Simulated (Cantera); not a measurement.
A perfectly stirred reactor is fed with H₂ : O₂ : N₂ = 1.9 : 1 : 0.62 (molar parts), equivalence ratio 0.95, at 100000 Pa; it is held at 898 K, and followed from long to short residence time.

Cantera simulation using the H2/O2 subset of GRI-Mech 3.0, which has no nitrogen chemistry; the numbers are that mechanism's predictions, not measurements. Below about 950 K walls govern HO2 and H2O2 in real vessels. The temperature is held fixed by assumption; the heat of reaction is taken as removed at once.

Question: What does this change do: temperature 898 to 850 K?

Answer: 
```
quantity                before     after
---------------------  -------  --------
x(H₂) at τ = 1.60 s      0.411     0.520
x(O₂) at τ = 1.60 s      0.220     0.274
x(O) at τ = 1.60 s     1.30e-8   2.40e-9
x(H) at τ = 1.60 s     1.39e-7   3.01e-8
x(HO₂) at τ = 1.60 s   5.98e-5   2.52e-5
x(H₂) at τ = 97.0 ms     0.536     0.540
x(O₂) at τ = 97.0 ms     0.282     0.284
x(O) at τ = 97.0 ms    1.26e-8  5.39e-11
x(H) at τ = 97.0 ms    1.33e-7  6.62e-10
x(HO₂) at τ = 97.0 ms  4.07e-5   2.46e-6
```

Question: What does this change do: temperature 898 to 1175 K?

Answer: 
```json
[
 {"quantity": "x(H₂) at τ = 1.60 s", "before": "0.411", "after": "0.00424"},
 {"quantity": "x(O₂) at τ = 1.60 s", "before": "0.220", "after": "0.0215"},
 {"quantity": "x(O) at τ = 1.60 s", "before": "1.30e-8", "after": "8.61e-7"},
 {"quantity": "x(H) at τ = 1.60 s", "before": "1.39e-7", "after": "3.20e-6"},
 {"quantity": "x(HO₂) at τ = 1.60 s", "before": "5.98e-5", "after": "3.67e-5"},
 {"quantity": "x(H₂) at τ = 97.0 ms", "before": "0.536", "after": "0.0187"},
 {"quantity": "x(O₂) at τ = 97.0 ms", "before": "0.282", "after": "0.0285"},
 {"quantity": "x(O) at τ = 97.0 ms", "before": "1.26e-8", "after": "7.49e-6"},
 {"quantity": "x(H) at τ = 97.0 ms", "before": "1.33e-7", "after": "3.37e-5"},
 {"quantity": "x(HO₂) at τ = 97.0 ms", "before": "4.07e-5", "after": "8.59e-5"}
]
```
